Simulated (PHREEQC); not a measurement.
Solution (25 °C): 6 mmol/kgw KHCO3. Closed to the air; pH follows from the charge balance.

Equilibrium calculation in PHREEQC: ion-association model, wateq4f.dat.

```tsv
quantity	before	after
pH	8.26	8.16
CO2 (mol/kgw)	6.63e-5	0.000732
CO3-2 (mol/kgw)	6.43e-5	0.000730
```

Question: What was changed between the two runs?
(A) KHCO3 from 0.006 to 0.06 mol/kgw
(B) diluted 10-fold with water
(C) 0.0002 mol/kgw RbOH added
(D) KHCO3 from 0.006 to 0.012 mol/kgw
(E) 0.008 mol/kgw LiOH added

Answer: A, KHCO3 from 0.006 to 0.06 mol/kgw

No solid was allowed to form.
